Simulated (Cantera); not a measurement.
Cantera run:

```python
import numpy as np
import cantera as ct

gas_names = """
    H2 N2 HCN
""".split()
cond_names = """
    TaC(s) TaC(L) Ta(cr) Ta(L)
""".split()


# ... load() reads the species with a 1 bar reference pressure and builds the phases ...
species = {s.name: s for s in load("nasa_gas.yaml", gas_names) + load("nasa_condensed.yaml", cond_names)}
# Each term lists the table entries of one substance; the one whose range holds T is used.
reactions = {
    'H2(g) + 2 TaC + N2(g) = 2 Ta + 2 HCN(g)':
        [(-1, ['H2']), (-2, ['TaC(s)', 'TaC(L)']), (-1, ['N2']), (2, ['Ta(cr)', 'Ta(L)']), (2, ['HCN'])],
}


def pick(names, T):
    return next(species[n] for n in names if species[n].thermo.min_temp <= T <= species[n].thermo.max_temp)


results = []
for label, terms in reactions.items():
    print(label)
    print("     T/K   dH/kJ  dS/(J/K)   dG/kJ   log10 K")
    for T in [300, 2273, 2348, 2423, 2498, 2573, 2648, 2723, 2798, 2873]:
        used = [(nu, pick(names, T)) for nu, names in terms]
        dH = sum(nu * s.thermo.h(T) for nu, s in used) / 1e6
        dS = sum(nu * s.thermo.s(T) for nu, s in used) / 1e3
        dG = dH - T * dS / 1e3
        logK = -dG * 1e6 / (ct.gas_constant * T * np.log(10))
        results.append((label, T, dH, dS, dG, logK, [s.name for _, s in used]))
        print(f"{T:8g} {dH:8.1f} {dS:8.1f} {dG:8.1f} {logK:8.2f}")
```

Result:

```
H2(g) + 2 TaC + N2(g) = 2 Ta + 2 HCN(g)
     T/K   dH/kJ  dS/(J/K)   dG/kJ   log10 K
     300    558.2     79.5    534.3   -93.03
    2273    539.6     59.5    404.3    -9.29
    2348    538.8     59.2    399.8    -8.89
    2423    538.1     58.9    395.4    -8.52
    2498    537.3     58.6    391.0    -8.18
    2573    536.6     58.3    386.6    -7.85
    2648    535.9     58.0    382.3    -7.54
    2723    535.2     57.8    377.9    -7.25
    2798    534.6     57.5    373.6    -6.97
    2873    534.0     57.3    369.3    -6.71
```

Standard-state values (1 bar) from the NASA 1993 polynomials, evaluated with Cantera. TaC: taken at fixed stoichiometry. Condensed species are held in their standard states even where they would react or evaporate.
